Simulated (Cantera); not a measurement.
Cantera run:

```python
import numpy as np
import cantera as ct

gas_names = """
    H HO2 H2 H2O H2O2 O OH O2 O3
""".split()
cond_names = """
    H2O(s) H2O(L)
""".split()


# ... load() reads the species with a 1 bar reference pressure and builds the phases ...
atoms = {
    'H2O': {'H': 2, 'O': 1},
    'O2': {'O': 2},
    'H2': {'H': 2},
}
top_T = {}  # K; cautious upper limits of use, not melting points


# ... equilibrate(T, P, feed) seeds the gas with the atoms and calls Mixture.equilibrate('TP', solver="vcs", rtol=1e-11, max_steps=5000) ...
results = []
feed = {'H2O': 1, 'O2': 1.1, 'H2': 0.28}  # mol
P = 1400000  # Pa
for T in [1698, 1848, 1998, 2148, 2298, 2448, 2598, 2748, 2898, 3048, 3198, 3348]:
    mix = equilibrate(T, P, feed)
    results.append((T, P, feed, dict(zip(mix.species_names, mix.species_moles))))

top = {s: max(r[3][s] / sum(r[3][g] for g in gas_names) for r in results) for s in gas_names}
cols = sorted((s for s in top if top[s] > 1e-06), key=lambda s: -top[s])[:7]
seen = [c for c in cond_names if any(r[3].get(c, 0) > 1e-12 for r in results)]
print("log10 of partial pressures in bar; condensed amounts in mol")
print(f"{'T/K':>10s}" + "".join(f"{s[:9]:>10s}" for s in cols + seen))
for T, P, feed, n in results:
    ng = sum(n[g] for g in gas_names)
    print(f"{T:10.4g}" + "".join(f"{np.log10(max(n[s] / ng * P / 1e5, 1e-99)):10.3f}" for s in cols)
          + "".join(f"{n.get(c, 0):10.4g}" for c in seen))
```

Output:

```
log10 of partial pressures in bar; condensed amounts in mol
       T/K       H2O        O2        OH         O        H2         H       HO2
      1698     0.903     0.778    -2.130    -3.970    -4.192    -5.936    -4.125
      1848     0.902     0.778    -1.724    -3.334    -3.566    -5.059    -3.791
      1998     0.902     0.777    -1.379    -2.793    -3.033    -4.311    -3.508
      2148     0.900     0.776    -1.083    -2.327    -2.575    -3.668    -3.264
      2298     0.897     0.774    -0.827    -1.922    -2.178    -3.108    -3.054
      2448     0.893     0.770    -0.603    -1.567    -1.830    -2.616    -2.871
      2598     0.886     0.765    -0.408    -1.254    -1.524    -2.181    -2.711
      2748     0.876     0.758    -0.237    -0.977    -1.254    -1.795    -2.574
      2898     0.861     0.748    -0.088    -0.729    -1.016    -1.450    -2.455
      3048     0.841     0.734     0.042    -0.509    -0.806    -1.141    -2.355
      3198     0.813     0.716     0.154    -0.311    -0.621    -0.864    -2.273
      3348     0.777     0.692     0.248    -0.135    -0.462    -0.616    -2.209
```

These are equilibrium values from Cantera (NASA tables, ideal gas, pure condensed phases), not measurements of a reactor.
